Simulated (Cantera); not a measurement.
Input: 1 mol CH₂F₂, 7.5 mol H₂.

Equilibrium computed with Cantera from the NASA thermochemical tables; the gas is ideal and each condensed phase is pure. Candidate condensed phases: C, C₆H₆, C₇H₈, C₈H₁₈; 95 gas species. Equilibrium is a limit: real reactors are often held back by kinetics, nucleation or transport.

Stable condensed phases, one row left out:

```
T in K \ P in Pa
              1    3.2     10     32    100    320   1000   3200  10000  32000 100000
   3323       A      A      A      A      A      A      A      A      A      A      A
   3123       A      A      A      A      A      A      A      A      A      A      A
   2923       A      A      A      A      A      A      A      B      B      B      B
   2723       A      A      A      A      B      B      B      B      B      B      B
   2523       A      A      B      B      B      B      B      B      B      B      B
   2123       B      B      B      B      B      B      B      B      B      B      B
   1923       B      B      B      B      B      B      B      B      B      B      B
   1723       B      B      B      B      B      B      B      B      B      B      B
   1523       B      B      B      B      B      B      B      B      B      B      B
   1323       B      B      B      B      B      B      B      B      B      B      B
   1123       B      B      B      B      B      B      B      B      B      B      B
```

A: gas only; B: C.

Task: Give the row for 2323 K.

Result: 1: C; 3.2: C; 10: C; 32: C; 100: C; 320: C; 1000: C; 3200: C; 10000: C; 32000: C; 100000: C.
